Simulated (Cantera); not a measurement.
What does this Cantera script print?

```python
import numpy as np
import cantera as ct

gas_names = """
    C CN CO CO2 C2 CCN CNC C2N2 C2O C3 C3O2 C4 C4N2 C5 N NCO NO NO2 NO3 N2 N2O O O2 O3 Si SiC SiC2 SiN
    SiO SiO2 Si2 Si2C Si2N Si3
""".split()
cond_names = """
    C(gr) Si(cr) Si(L) SiC(b) SiO2(Lqz) SiO2(hqz) SiO2(L) Si2N2O(s) Si3N4(a)
""".split()


# ... load() reads the species with a 1 bar reference pressure and builds the phases ...
atoms = {
    'Si': {'Si': 1},
    'CO2': {'C': 1, 'O': 2},
    'N2': {'N': 2},
    'O2': {'O': 2},
}
top_T = {'C(gr)': 4500, 'SiC(b)': 3050, 'Si2N2O(s)': 2100, 'Si3N4(a)': 2400}  # K; cautious upper limits of use, not melting points


# ... equilibrate(T, P, feed) seeds the gas with the atoms and calls Mixture.equilibrate('TP', solver="vcs", rtol=1e-11, max_steps=5000) ...
results = []
T = 998  # K
P = 10000  # Pa
for m in [0.0012, 0.0028, 0.0065, 0.015, 0.034, 0.078, 0.18, 0.41]:
    feed = {'Si': 1, 'CO2': 0.019, 'N2': 890, 'O2': m}  # mol
    mix = equilibrate(T, P, feed)
    results.append((T, P, feed, dict(zip(mix.species_names, mix.species_moles))))
    x = sorted(zip(gas.X, gas.species_names), reverse=True)
    print(f"T = {T:g} K  P = {P:g} Pa  n(O2) = {m:g} mol  gas = {mix.phase_moles(0):.4g} mol")
    print("   x: " + "  ".join(f"{s} {v:.3e}" for v, s in x if v > 0.001))
    print("   condensed (mol): " + ("  ".join(f"{mix.phase(i).name} {mix.phase_moles(i):.4g}"
          for i in range(1, mix.n_phases) if mix.phase_moles(i) > 1e-12) or "none"))
```

It prints:

```
T = 998 K  P = 10000 Pa  n(O2) = 0.0012 mol  gas = 889.3 mol
   x: N2 1.000e+00
   condensed (mol): C(gr) 0.019  Si2N2O(s) 0.0404  Si3N4(a) 0.3064
T = 998 K  P = 10000 Pa  n(O2) = 0.0028 mol  gas = 889.3 mol
   x: N2 1.000e+00
   condensed (mol): C(gr) 0.019  Si2N2O(s) 0.0436  Si3N4(a) 0.3043
T = 998 K  P = 10000 Pa  n(O2) = 0.0065 mol  gas = 889.4 mol
   x: N2 1.000e+00
   condensed (mol): C(gr) 0.019  Si2N2O(s) 0.051  Si3N4(a) 0.2993
T = 998 K  P = 10000 Pa  n(O2) = 0.015 mol  gas = 889.4 mol
   x: N2 1.000e+00
   condensed (mol): C(gr) 0.019  Si2N2O(s) 0.068  Si3N4(a) 0.288
T = 998 K  P = 10000 Pa  n(O2) = 0.034 mol  gas = 889.4 mol
   x: N2 1.000e+00
   condensed (mol): C(gr) 0.019  Si2N2O(s) 0.106  Si3N4(a) 0.2627
T = 998 K  P = 10000 Pa  n(O2) = 0.078 mol  gas = 889.4 mol
   x: N2 1.000e+00
   condensed (mol): C(gr) 0.019  Si2N2O(s) 0.194  Si3N4(a) 0.204
T = 998 K  P = 10000 Pa  n(O2) = 0.18 mol  gas = 889.5 mol
   x: N2 1.000e+00
   condensed (mol): C(gr) 0.019  Si2N2O(s) 0.398  Si3N4(a) 0.068
T = 998 K  P = 10000 Pa  n(O2) = 0.41 mol  gas = 889.6 mol
   x: N2 1.000e+00
   condensed (mol): SiO2(hqz) 0.226  Si2N2O(s) 0.387
```

Cantera equilibrium calculation (NASA polynomials, part measured and part estimated; ideal gas, pure solids and liquids). N2 is the only nitrogen source here; it is nearly inert below about 1500 K, so the nitride shown seldom forms there in practice.
